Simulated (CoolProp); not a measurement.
Vapour-liquid equilibrium of n-butane (1) + R113 (2) at 692 kPa; x and y are mole fractions of (1).

The numbers come from the multi-fluid Helmholtz-energy mixture model, Bücker 2006 and Marx 1992; pair parameters Bell 2016 in CoolProp.

| x | bubble temperature (°C) | y at the bubble point | dew temperature at overall composition x (°C) | liquid density (mol/L) |
|---|---|---|---|---|
| 0.05 | 115.4 | 0.134 | 118.8 | 7.089 |
| 0.2 | 101.6 | 0.434 | 112.6 | ? |
| 0.35 | 90.8 | 0.625 | 105.7 | 7.738 |
| 0.5 | 82.4 | 0.753 | 98.1 | 8.029 |
| 0.65 | ? | 0.846 | 89.3 | 8.315 |
| 0.8 | 70.0 | ? | 79.1 | 8.607 |
| 0.95 | 64.9 | ? | 67.4 | 8.917 |

Task: What belongs in the gaps?

Result: 
- 0.2, liquid density (mol/L): 7.429
- 0.65, bubble temperature (°C): 75.7
- 0.8, y at the bubble point: 0.918
- 0.95, y at the bubble point: 0.980

No azeotrope shows between x = 0.05 and 0.95.

The pair parameters rest on a limited set of measurements; away from them the model extrapolates.
